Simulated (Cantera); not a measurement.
**Nitride etching: BN + H2O + N2 + HCl**

Feed: 1 mol BN, 2.1 mol H2O, 19 mol N2, 40 mol HCl, at 1.80 Torr.

These are equilibrium values from Cantera (NASA tables, ideal gas, pure condensed phases), not measurements of a reactor. Candidate condensed phases: B, BN, B2O3, B3O3H3, H2O, NH4Cl; 49 gas species. The tables' values for BOCl are old estimates; treat these amounts as uncertain. Rates play no part.

| T (°C) | x HCl | x N2 | x Cl | x H2 | x H | x HBO2 | n B2O3(l) |
|---|---|---|---|---|---|---|---|
| 625 | 0.649 | 0.317 | 9.08e-9 | 0.0244 | 3.49e-10 | 4.82e-6 | 0.500 |
| 825 | 0.649 | 0.317 | 1.88e-6 | 0.0243 | 7.88e-8 | 0.000336 | 0.490 |
| 1025 | 0.647 | 0.316 | 7.66e-5 | 0.0243 | 3.41e-6 | 0.00519 | 0.332 |
| 1225 | 0.641 | 0.314 | 0.00116 | 0.0247 | 5.51e-5 | 0.0122 | 0 |
| 1425 | 0.630 | 0.313 | 0.00864 | 0.0280 | 0.000494 | 0.0109 | 0 |
| 1625 | 0.592 | 0.308 | 0.0358 | 0.0397 | 0.00318 | 0.00950 | 0 |
| 1825 | 0.509 | 0.296 | 0.0949 | 0.0615 | 0.0156 | 0.00759 | 0 |
x: gas mole fraction; n: condensed amount in mol.

From 625 °C to 1025 °C the condensed part is B2O3(l). From 1225 °C to 1825 °C nothing is condensed. The main B-bearing gas is (HBO2)3 at 625 °C and HBO2 at 1825 °C.
